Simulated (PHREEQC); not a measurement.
Make-up at 60 °C: 0.0088 mol/kgw CuSO4, 0.26 mol/kgw H2SO4 and 0.043 mol/kgw H3BO3. Closed to the air; pH follows from the charge balance.

Computed with PHREEQC (ion-association model, wateq4f.dat).

Precipitation was switched off in this run.

Task: What pH, ionic strength does the model give?

Result: pH 0.68; ionic strength 0.306 mol/kgw.

Task: In which forms is S present?

Result: HSO4- 93 %, SO4-2 5.9 %, CuSO4 0.6 % of the S.

At this temperature some constants are extrapolated from 25 °C, and those without enthalpy data are left unchanged.
